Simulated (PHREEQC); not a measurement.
# Phosphoric acid bath

Dissolve 0.02 mol/kgw H3PO4 and 4.1e-05 mol/kgw K2HPO4 at 55 °C. Closed to the air; pH follows from the charge balance.

Model: ion-association model, wateq4f.dat, run in PHREEQC.

- pH = 2.12
- ionic strength = 0.00836 mol/kgw
- total alkalinity = -20.0 meq/kg

| species | molality | activity | log γ |
|---|---|---|---|
| H3PO4 | 0.0117 | 0.0117 | 0.001 |
| H2PO4- | 0.00836 | 0.00758 | -0.042 |
| H+ | 0.00828 | 0.00757 | -0.039 |
| K+ | 8.20e-5 | 7.40e-5 | -0.045 |
| HPO4-2 | 1.08e-7 | 7.24e-8 | -0.171 |

Precipitation was switched off in this run. H3PO4, which wateq4f.dat lacks, is added to it with the constant of phreeqc.dat. Constants without temperature data keep their 25 °C values here.
